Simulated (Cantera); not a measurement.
A perfectly stirred reactor is fed with C2H4 : O2 : N2 : H2O = 1 : 2 : 7.52 : 1.3 (molar parts), at 1.10 bar; it is adiabatic with a 475 K inlet, and is followed from long to short residence time, starting on the burning branch (τ in s: 0.16, 0.05, 0.015, 0.0048, 0.0015, 0.00045, 0.00014, 4.3e-05, 1.3e-05, 4.1e-06).

Computed with Cantera and GRI-Mech 3.0 (53 species, 325 reactions). GRI-Mech 3.0 was tuned for natural gas; its chemistry of ethylene as a main component is partial and can be far from experiment.

x: mole fraction; the columns are a selection and need not sum to one.

| τ (s) | T (K) | x C2H4 | x O2 | x H2O | x C2H2 | x HO2 | x C2H6 |
|---|---|---|---|---|---|---|---|
| 0.16 | 2114 | 2.14e-6 | 5.18e-5 | 0.195 | 7.21e-5 | 1.77e-8 | 1.24e-10 |
| 0.050 | 2106 | 4.82e-6 | 0.000113 | 0.195 | 0.000115 | 4.43e-8 | 3.17e-10 |
| 0.015 | 2092 | 1.09e-5 | 0.000253 | 0.194 | 0.000176 | 1.13e-7 | 7.05e-10 |
| 0.0048 | 2074 | 2.44e-5 | 0.000541 | 0.192 | 0.000276 | 2.54e-7 | 1.56e-9 |
| 0.0015 | 2049 | ? | ? | 0.191 | ? | ? | ? |
| 0.00045 | 2015 | 0.000175 | 0.00278 | 0.190 | 0.00106 | 1.36e-6 | 2.03e-8 |
| 0.00014 | 1952 | 0.000601 | 0.00749 | 0.191 | 0.00247 | 4.46e-6 | 1.51e-7 |
| 4.3e-5 | 475 | 0.0846 | 0.169 | 0.110 | <1e-12 | <1e-12 | <1e-12 |
| 1.3e-5 | 475 | 0.0846 | 0.169 | 0.110 | <1e-12 | <1e-12 | <1e-12 |
| 4.1e-6 | 475 | 0.0846 | 0.169 | 0.110 | <1e-12 | <1e-12 | <1e-12 |

### Question
What belongs in the gaps?

### Answer

- 0.0015, x C2H4: 6.03e-5
- 0.0015, x O2: 0.00118
- 0.0015, x C2H2: 0.000493
- 0.0015, x HO2: 5.58e-7
- 0.0015, x C2H6: 4.48e-9
